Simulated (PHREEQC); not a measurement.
Dissolve 0.0011 mol/kgw K2CO3, 0.03 mol/kgw Al(NO3)3 and 0.0042 mol/kgw CuSO4 at 25 °C. Closed to the air; pH follows from the charge balance.

All values are PHREEQC results (ion-association model, wateq4f.dat), not measurements.

No solid was allowed to form.

Q: Order these Al species by the share of Al that they hold, largest first: Al(OH)2+, Al+3, AlSO4+, AlOH+2.

A: Al+3 (82 %), AlSO4+ (11 %), AlOH+2 (6.6 %), Al(OH)2+ (0.43 %)

The pH is 4.28 and the ionic strength 0.172 mol/kgw. Saturation is exceeded, for instance for Basaluminite, Boehmite (slow to form); the values hold only as long as no solid forms.
